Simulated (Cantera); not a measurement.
A Cantera script and its output.

```python
import numpy as np
import cantera as ct

gas = ct.Solution("gri30.yaml")
gas.TP = 300, 100000
flame = ct.CounterflowDiffusionFlame(gas, width=0.02)
flame.fuel_inlet.X, flame.fuel_inlet.T = {'CH4': 1, 'C2H6': 0.1, 'C3H8': 0.32}, 325
flame.oxidizer_inlet.X, flame.oxidizer_inlet.T = {'O2': 0.19, 'N2': 0.81}, 450
flame.set_refine_criteria(ratio=3, slope=0.12, curve=0.24, prune=0.03)
show = ['OH', 'H', 'NO', 'CO', 'C2H2']

rows = []
print(f"{'mdot':>8s}{'a_max':>10s}{'a_mean':>10s}{'Tmax/K':>9s}" + "".join(f"{s:>11s}" for s in show) + "   (peak mole fractions)")
for i, mdot in enumerate([0.25, 0.35, 0.49, 0.68, 0.96, 1.3, 1.9, 2.6, 3.7, 5.1]):  # kg/m2/s on the oxidiser side
    flame.oxidizer_inlet.mdot, flame.fuel_inlet.mdot = mdot, 1.2 * mdot
    flame.solve(loglevel=0, auto=(i == 0))
    if flame.T.max() < max(325, 450) + 100:
        print(f"{mdot:8.3g}  no burning solution found from the previous one")
        break
    dT = np.abs(np.gradient(flame.T, flame.grid))
    rows.append([flame.strain_rate("max"), flame.strain_rate("mean"), flame.T.max(),
                 *(flame.X[gas.species_index(s)].max() for s in show), max(dT[0], dT[-1]) / dT.max()])
    print(f"{mdot:8.3g}{rows[-1][0]:10.1f}{rows[-1][1]:10.1f}{rows[-1][2]:9.1f}" + "".join(f"{x:11.3e}" for x in rows[-1][3:-1]))
```

Result:

```
    mdot     a_max    a_mean   Tmax/K         OH          H         NO         CO       C2H2   (peak mole fractions)
    0.25     183.7      33.6   1986.6  5.794e-03  3.410e-03  1.847e-04  4.434e-02  1.915e-02
    0.35     249.1      47.1   1968.1  5.734e-03  3.588e-03  1.654e-04  4.442e-02  1.777e-02
    0.49     339.3      65.9   1951.5  5.673e-03  3.767e-03  1.456e-04  4.479e-02  1.645e-02
    0.68     459.1      91.4   1932.9  5.548e-03  3.908e-03  1.239e-04  4.529e-02  1.508e-02
    0.96     631.7     129.1   1909.8  5.328e-03  3.997e-03  9.890e-05  4.604e-02  1.345e-02
     1.3     834.8     174.8   1884.7  5.030e-03  3.992e-03  7.549e-05  4.693e-02  1.174e-02
     1.9    1182.4     255.5   1841.3  4.422e-03  3.756e-03  4.514e-05  4.843e-02  9.058e-03
     2.6    1565.1     349.6   1772.6  3.421e-03  3.045e-03  1.835e-05  4.983e-02  5.592e-03
     3.7  no burning solution found from the previous one
```

Detailed kinetics in Cantera: GRI-Mech 3.0 (53 species, 325 reactions). GRI-Mech 3.0 was tuned for natural gas; its chemistry of propane as a main component is partial and can be far from experiment. GRI-Mech 3.0 has no aromatics or soot, which form on the fuel side of real flames. The maximum strain rate includes the flame's own expansion and is several times the mean. A flux with no burning solution from the previous one only brackets extinction.
